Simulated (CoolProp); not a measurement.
Vapour pressure (MPa) of carbon dioxide: the reference equation beside estimates from Tc = 304.1 K, pc = 7.377 MPa, ω = 0.224. Clausius-Clapeyron is anchored at 258.2 K with a constant enthalpy of vaporisation of 11.92 kJ/mol.

Model: reference Helmholtz-energy equation of state, Span 1996, in CoolProp.

| T (K) | reference | Lee-Kesler | Clausius-Clapeyron | van der Waals | Redlich-Kwong | Peng-Robinson |
|---|---|---|---|---|---|---|
| 240.8 | 1.318 | 1.317 | 1.536 | 2.696 | 1.685 | 1.307 |
| 244.3 | 1.484 | 1.481 | 1.673 | 2.882 | 1.868 | 1.471 |
| 247.8 | 1.664 | 1.661 | 1.817 | 3.077 | 2.064 | 1.650 |
| 251.2 | 1.854 | 1.849 | 1.965 | 3.273 | 2.267 | 1.840 |
| 254.7 | 2.065 | 2.059 | 2.126 | 3.483 | 2.491 | 2.051 |
| 258.2 | 2.294 | 2.286 | 2.294 | 3.702 | 2.729 | 2.280 |
| 261.6 | 2.534 | 2.524 | 2.466 | 3.922 | 2.974 | 2.520 |
| 265.1 | 2.799 | 2.788 | 2.651 | 4.158 | 3.242 | 2.786 |
| 268.6 | 3.084 | 3.071 | 2.844 | 4.401 | 3.525 | 3.073 |
| 272 | 3.380 | 3.366 | 3.041 | 4.646 | 3.816 | 3.372 |
| 275.5 | 3.707 | 3.692 | 3.251 | 4.907 | 4.131 | 3.702 |
| 278.9 | 4.046 | 4.030 | 3.464 | 5.169 | 4.454 | 4.044 |
| 282.4 | 4.419 | 4.403 | 3.692 | 5.447 | 4.803 | 4.421 |

Absolute difference from the reference over all 13 rows, mean and median: Lee-Kesler 0.3 and 0.4 %, Clausius-Clapeyron 8.9 and 9.2 %, van der Waals 58.2 and 54.8 %, Redlich-Kwong 17.7 and 17.4 %, Peng-Robinson 0.5 and 0.6 %.
